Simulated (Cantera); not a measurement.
A Cantera script and its output.

```python
import numpy as np
import cantera as ct

gas = ct.Solution("gri30.yaml")


def delay(T, t_max=10):
    gas.TPX = T, 150000, {'CH4': 1, 'H2': 0.19, 'O2': 1.1, 'N2': 4.15}
    reactor = ct.IdealGasConstPressureReactor(gas, clone=False)
    net = ct.ReactorNet([reactor])
    net.rtol, net.atol = 1e-8, 1e-16
    while net.time < t_max:
        t_old, T_old = net.time, reactor.T
        net.step()
        if reactor.T > T + 400:  # ignition: a rise of 400 K
            return t_old + (T + 400 - T_old) / (reactor.T - T_old) * (net.time - t_old)
    return np.nan


taus = []
for T in [1100, 1175, 1250, 1325, 1400]:
    taus.append(delay(T))
    print(f"T0 = {T:6g} K   tau = {taus[-1]:.4e} s")

# d ln(tau) / d ln(k), from doubling and halving each rate constant
T, sens = 1175, []
for i in range(gas.n_reactions):
    gas.set_multiplier(2.0, i)
    up = delay(T)
    gas.set_multiplier(0.5, i)
    down = delay(T)
    gas.set_multiplier(1.0, i)
    sens.append((np.log(up / down) / np.log(4.0), gas.reaction(i).equation))
sens.sort(key=lambda x: -abs(x[0]))
print(f"sensitivities at {T} K")
for s, eq in sens[:10]:
    print(f"{s:8.3f}  {eq}")
```

Result:

```
T0 =   1100 K   tau = 2.4345e-02 s
T0 =   1175 K   tau = 1.1715e-02 s
T0 =   1250 K   tau = 5.5730e-03 s
T0 =   1325 K   tau = 2.6622e-03 s
T0 =   1400 K   tau = 1.2973e-03 s
sensitivities at 1175 K
  -0.919  H + O2 <=> O + OH
   0.752  2 CH3 (+M) <=> C2H6 (+M)
   0.278  CH4 + OH <=> CH3 + H2O
  -0.274  CH3 + HO2 <=> CH3O + OH
  -0.170  CH3O + O2 <=> CH2O + HO2
  -0.161  H2 + OH <=> H + H2O
  -0.145  CH3 + O2 <=> CH2O + OH
  -0.135  CH2O + CH3 <=> CH4 + HCO
  -0.119  H + O2 + N2 <=> HO2 + N2
   0.118  CH2O + H (+M) <=> CH3O (+M)
```

Cantera simulation using GRI-Mech 3.0 (53 species, 325 reactions); the numbers are that mechanism's predictions, not measurements.
